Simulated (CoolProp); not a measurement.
The numbers come from the reference Helmholtz-energy equation of state, Thol 2019 in CoolProp.

**Question.** Give the vapour pressure (bar), enthalpy of vaporisation (kJ/kg), liquid cp (kJ/(kg K)), surface tension (mN/m) of saturated n-hexane at 37.55, 113.85, 144.35 °C.

**Answer.** 
```
T (°C)  p (bar)  enthalpy of vaporisation (kJ/kg)  liquid cp (kJ/(kg K))  surface tension (mN/m)
------  -------  --------------------------------  ---------------------  ----------------------
37.55     0.339                               358                   2.33                    16.6
113.85     3.47                               297                   2.71                    9.07
144.35     6.74                               266                   2.91                    6.32
```

Surface tension comes from a separate correlation (Mulero 2012).
